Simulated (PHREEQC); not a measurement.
## Spent oxide etchant

Consider water at 25 °C with 0.25 mol/kgw NH4HF2 and 0.00019 mol/kgw (NH4)2SiF6. Closed to the air; pH follows from the charge balance.

Equilibrium calculation in PHREEQC: ion-association model, phreeqc.dat.

This is a speciation only: nothing precipitates in the calculation.

What pH, activity of water does the model give?

pH 3.00; activity of water 0.989.

In which forms is F present?

HF2- 37 %, F- 32 %, HF 31 % of the F.

Species that the database lacks are ignored. SiF6-2 is the database's only silicon fluoride.
